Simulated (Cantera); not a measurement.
A perfectly stirred reactor is fed with CO : H₂ : CH₄ : O₂ : N₂ = 1 : 0.036 : 0.77 : 1.71 : 6.45 (molar parts), equivalence ratio 1.2, at 14.8 atm; it is adiabatic with a 400 K inlet, and is followed from long to short residence time, starting on the burning branch (τ in s: 0.41, 0.14, 0.048, 0.016, 0.0056, 0.0019, 0.00065, 0.00022, 7.6e-05, 2.6e-05).

Cantera simulation using GRI-Mech 3.0 (53 species, 325 reactions); the numbers are that mechanism's predictions, not measurements. The pressure lies above the range GRI-Mech 3.0 was tuned for (to about 10 atm).

Problem. Predict: blow-out, bracketed by the residence times tried; x(CO) at τ = 0.410 s; x(H₂) at τ = 0.410 s; x(CH₄) at τ = 0.410 s; x(CH₂CO) at τ = 0.410 s; x(NO) at τ = 0.410 s; x(CO) at τ = 1.90 ms; x(H₂) at τ = 1.90 ms; x(CH₄) at τ = 1.90 ms; x(CH₂CO) at τ = 1.90 ms; x(NO) at τ = 1.90 ms.

Solution. 
| Item | Result |
|---|---|
| blow-out, bracketed by the residence times tried | burning at 26.0 µs, the shortest tried |
| x(CO) at τ = 0.410 s | 0.0588 |
| x(H₂) at τ = 0.410 s | 0.0127 |
| x(CH₄) at τ = 0.410 s | 8.08e-7 |
| x(CH₂CO) at τ = 0.410 s | 2.43e-9 |
| x(NO) at τ = 0.410 s | 0.000222 |
| x(CO) at τ = 1.90 ms | 0.0598 |
| x(H₂) at τ = 1.90 ms | 0.0128 |
| x(CH₄) at τ = 1.90 ms | 4.25e-5 |
| x(CH₂CO) at τ = 1.90 ms | 2.98e-7 |
| x(NO) at τ = 1.90 ms | 0.000308 |
